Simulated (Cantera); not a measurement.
Feed: 1 mol MgCO3, 0.091 mol SO2, 0.45 mol O2, at 2.20 bar.

Method: chemical equilibrium by Gibbs-energy minimisation in Cantera with the NASA 1993 tables (ideal gas, pure condensed phases). Candidate condensed phases: C, Mg, MgCO3, MgO, MgS, MgSO4, S; 26 gas species. Mutual solubility and eutectic melting of coexisting phases are not modelled. Equilibrium is a limit: real reactors are often held back by kinetics, nucleation or transport.

x: gas mole fraction; n: condensed amount in mol.

```
T (K)  x CO2   x O2     x SO2     x SO3      x CO       x O        x SO  n MgO(s)  n MgSO4(s)
-----  -----  -----  --------  --------  --------  --------  ----------  --------  ----------
848    0.712  0.288  4.73e-10   5.62e-9    <1e-12    <1e-12      <1e-12     0.909      0.0910
948    0.712  0.288   1.35e-7   3.70e-7  8.43e-12  1.07e-11      <1e-12     0.909      0.0910
1048   0.712  0.288   1.27e-5   1.07e-5  2.58e-10  2.29e-10      <1e-12     0.909      0.0910
1148   0.711  0.288  0.000524  0.000166   4.34e-9   2.87e-9      <1e-12     0.910      0.0900
1248   0.698  0.288    0.0116   0.00163   4.53e-8   2.41e-8  (withheld)     0.928      0.0721
1348   0.650  0.291    0.0552   0.00393   3.14e-7   1.48e-7  (withheld)      1.00           0
1448   0.650  0.291    0.0569   0.00224   1.77e-6   7.10e-7  (withheld)      1.00           0
1548   0.649  0.292    0.0577   0.00136   7.97e-6   2.78e-6  (withheld)      1.00           0
1648   0.649  0.292    0.0582  0.000878   2.98e-5   9.22e-6  (withheld)      1.00           0
1748   0.649  0.292    0.0585  0.000594   9.57e-5   2.67e-5  (withheld)      1.00           0
1848   0.649  0.292    0.0586  0.000420  0.000270   6.90e-5  (withheld)      1.00           0
1948   0.648  0.292    0.0587  0.000307  0.000684  0.000162  (withheld)      1.00           0
```

Task: Some entries are withheld; supply them.

Result: 
- 1248, x SO: 3.84e-11
- 1348, x SO: 1.58e-9
- 1448, x SO: 1.05e-8
- 1548, x SO: 5.36e-8
- 1648, x SO: 2.24e-7
- 1748, x SO: 7.94e-7
- 1848, x SO: 2.45e-6
- 1948, x SO: 6.71e-6
